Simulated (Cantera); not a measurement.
A closed system holds: 1 mol SiCl4, 3.6 mol N2, 2 mol NH3, at 1330 Pa.

Equilibrium computed with Cantera from the NASA thermochemical tables; the gas is ideal and each condensed phase is pure. Candidate condensed phases: NH4Cl, Si, Si3N4; 28 gas species. Kinetics and transport are ignored.

Over these rows the condensed part is Si3N4(s). Partial pressures as log10 of bar:

```json
[
 {"T (K)": "1200", "1000/T (1/K)": "0.8333", "log p Cl": "-7.79", "log p N2": "-2.21", "log p HCl": "-2.35", "log p H2": "-2.64", "log p SiCl4": "-3.44"},
 {"T (K)": "1275", "1000/T (1/K)": "0.7843", "log p Cl": "-7.22", "log p N2": "-2.21", "log p HCl": "-2.34", "log p H2": "-2.65", "log p SiCl4": "-3.49"},
 {"T (K)": "1350", "1000/T (1/K)": "0.7407", "log p Cl": "-6.73", "log p N2": "-2.21", "log p HCl": "-2.35", "log p H2": "-2.65", "log p SiCl4": "-3.59"},
 {"T (K)": "1425", "1000/T (1/K)": "0.7018", "log p Cl": "-6.31", "log p N2": "-2.21", "log p HCl": "-2.38", "log p H2": "-2.64", "log p SiCl4": "-3.78"},
 {"T (K)": "1500", "1000/T (1/K)": "0.6667", "log p Cl": "?", "log p N2": "-2.20", "log p HCl": "-2.43", "log p H2": "-2.61", "log p SiCl4": "-4.13"},
 {"T (K)": "1575", "1000/T (1/K)": "0.6349", "log p Cl": "-5.72", "log p N2": "-2.20", "log p HCl": "-2.52", "log p H2": "-2.57", "log p SiCl4": "-4.62"}
]
```

Fit log p(Cl) = a + b·(1000/T) to the five rows, give the apparent enthalpy, and predict the row at 1500 K.

Means: 1000/T = 0.7390, log p = -6.754. Sxy = -0.242920, Sxx = 0.0231681, so b = -10.49 and a = -6.754 − (-10.49)×0.7390 = 1.00.
Apparent enthalpy: −19.145 × (-10.49) = 201 kJ/mol. With the condensed phases at unit activity, 1/6 N2(g) + 1/4 SiCl4(g) = Cl(g) + 1/12 Si3N4(s) links this pressure to the main gases: over the six rows their terms move log p by -0.29 in all, so the slope isn't that reaction's ΔH° alone. The five rows lie within 0.06 of the line.
Prediction at 1500 K: 1.00 + (-10.49)×0.6667 = -5.99. The computed value is -5.98, 0.01 from the line.
